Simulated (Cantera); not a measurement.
A freely propagating, adiabatic, planar premixed flame of H2 : O2 : N2 = 1 : 0.294 : 1.11 (molar parts), equivalence ratio 1.7, unburnt at 498 K and 6.90 bar; mixture-averaged transport, grid criteria slope 0.08 and curve 0.16, no radiation.

Cantera simulation using the H2/O2 subset of GRI-Mech 3.0, which has no nitrogen chemistry; the numbers are that mechanism's predictions, not measurements. The hydrogen kinetics of GRI-Mech 3.0 are dated; newer H2 mechanisms differ, most at raised pressure. Burning velocities carry a grid error of a few per cent, more on coarse grids.

x: mole fraction of selected species; z is measured from the peak of heat release.

| z (mm) | T (K) | u (m/s) | x H2 | x O2 | x O | x OH | x H | x H2O |
|---|---|---|---|---|---|---|---|---|
| -0.104 | 498 | 6.50 | 0.416 | 0.122 | <1e-8 | <1e-8 | <1e-8 | <1e-8 |
| -0.0692 | 498 | 6.50 | 0.416 | 0.122 | <1e-8 | <1e-8 | <1e-8 | 2.98e-8 |
| -0.0519 | 498 | 6.50 | 0.416 | 0.122 | <1e-8 | <1e-8 | <1e-8 | 3.89e-7 |
| -0.0346 | 499 | 6.51 | 0.415 | 0.123 | ___ | <1e-8 | <1e-8 | 1.08e-5 |
| -0.0173 | 564 | 7.20 | 0.401 | 0.124 | ___ | 5.04e-5 | 4.36e-5 | 0.00245 |
| -0.00865 | 886 | 10.9 | 0.359 | 0.115 | ___ | 0.00109 | 0.00326 | 0.0316 |
| 0 | 1328 | 15.9 | 0.290 | 0.0847 | ___ | 0.00226 | 0.0184 | 0.102 |
| 0.00865 | 1645 | 19.5 | 0.224 | 0.0432 | ___ | 0.00437 | 0.0368 | 0.182 |
| 0.0173 | 1817 | 21.5 | 0.189 | 0.0178 | ___ | 0.00576 | 0.0455 | 0.230 |
| 0.0346 | 1969 | 23.1 | 0.173 | 0.00325 | ___ | 0.00644 | 0.0436 | 0.259 |
| 0.0692 | 2089 | 24.3 | 0.176 | 0.000627 | ___ | 0.00577 | 0.0326 | 0.267 |
| 0.138 | 2185 | 25.3 | 0.181 | 0.000253 | ___ | 0.00437 | 0.0214 | 0.271 |
| 0.277 | 2253 | 25.9 | 0.185 | 9.90e-5 | ___ | 0.00291 | 0.0130 | 0.275 |

### Question
Some entries are withheld; supply them.

### Answer

- -0.0346, x O: 5.50e-8
- -0.0173, x O: 9.96e-6
- -0.00865, x O: 0.000264
- 0, x O: 0.00168
- 0.00865, x O: 0.00282
- 0.0173, x O: 0.00239
- 0.0346, x O: 0.00140
- 0.0692, x O: 0.000775
- 0.138, x O: 0.000363
- 0.277, x O: 0.000142
